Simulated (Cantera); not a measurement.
A closed system holds: 1 mol PbO, 520 mol H2, 0.67 mol N2, held at 1973 K and 0.00133 bar.

Cantera equilibrium calculation (NASA polynomials, part measured and part estimated; ideal gas, pure solids and liquids). Candidate condensed phases: H2O, Pb, PbO, PbO2, Pb3O4; 27 gas species. Kinetics and transport are ignored.

Base state: H2 0.959, H 0.0362, Pb 0.00188, H2O 0.00188, N2 0.00126 (mole fractions); condensed: gas only.

What changes in the equilibrium state with this change: temperature from 1973 K to 1400 K?


```csv
species,before,after
H2,0.959,0.995
H2O,0.00188,0.00192
Pb,0.00188,0.00192
H,0.0362,0.000133
N2,0.00126,0.00128
```
